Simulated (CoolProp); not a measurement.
Octamethyltrisiloxane (MDM) at 488.2 K and 0.288 MPa is throttled through a valve to 0.125 MPa with no heat exchange. Each further row changes one setting.

The numbers come from the reference Helmholtz-energy equation of state, Thol 2017 in CoolProp.

```csv
case,temperature change (K),final density (kg/m³)
as stated,-2.8,7.75
outlet pressure 0.0375 MPa,-4.1,2.24
outlet pressure 0.163 MPa,-2.1,10.3
```
